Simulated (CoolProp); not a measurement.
The numbers come from the reference Helmholtz-energy equation of state, Zhou 2012 in CoolProp.

**Question.** For p-xylene, give the phase and the Joule-Thomson coefficient (K/MPa), viscosity (µPa s) at 266.35 °C and 101 kPa; 306.55 °C and 101 kPa; 320.05 °C and 101 kPa.

**Answer.** 
- 266.35 °C and 101 kPa: gas; Joule-Thomson coefficient 11.9, viscosity 11.5
- 306.55 °C and 101 kPa: gas; Joule-Thomson coefficient 9.16, viscosity 12.3
- 320.05 °C and 101 kPa: gas; Joule-Thomson coefficient 8.47, viscosity 12.6

Viscosity comes from a separate model (Balogun 2015).
